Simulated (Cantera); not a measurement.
Feed: 1 mol CaCO₃, 1.1 mol H₂, 2.7 mol H₂O, 0.021 mol C, held at 50.0 mbar.

Method: chemical equilibrium by Gibbs-energy minimisation in Cantera with the NASA 1993 tables (ideal gas, pure condensed phases). Candidate condensed phases: C, C₆H₆, C₇H₈, C₈H₁₈, Ca, CaCO₃, CaO, Ca(OH)₂, H₂O; 115 gas species. The numbers say what is thermodynamically allowed, not how fast it happens.

Q: At 1498 K, list the 5 most abundant gas species with their mole fractions, and the condensed phases.

A: H₂O 0.633, H₂ 0.155, CO₂ 0.130, CO 0.0819, H 3.02e-5. Condensed: CaO(s).
